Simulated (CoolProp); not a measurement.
Vapour-liquid equilibrium of p-xylene (1) + n-nonane (2) at 80.25 °C; x and y are mole fractions of (1).

Values from CoolProp's multi-fluid Helmholtz-energy mixture model, Zhou 2012 and Lemmon 2006; pair parameters Bell 2016.

Give the bubble pressure and the first vapour's composition at x = 0.25, 0.45, 0.55. Is there an azeotrope?

x = 0.25: 0.01152 MPa, y = 0.355; x = 0.45: 0.01272 MPa, y = 0.565; x = 0.55: 0.01329 MPa, y = 0.657. No azeotrope shows between x = 0.05 and 0.95.

The pair parameters rest on a limited set of measurements; away from them the model extrapolates.
